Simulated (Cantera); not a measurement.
Input: 1 mol C2H4, 1.5 mol H2, 0.19 mol N2, 0.00018 mol CH4, equilibrated at 0.000420 bar.

Equilibrium computed with Cantera from the NASA thermochemical tables; the gas is ideal and each condensed phase is pure. Candidate condensed phases: C, C6H6, C7H8, C8H18; 92 gas species. Kinetics and transport are ignored.

At 750 °C, list the 3 most abundant gas species with their mole fractions, and the condensed phases.

H2 0.948, N2 0.0515, CH4 2.83e-5. Condensed: C(graphite).
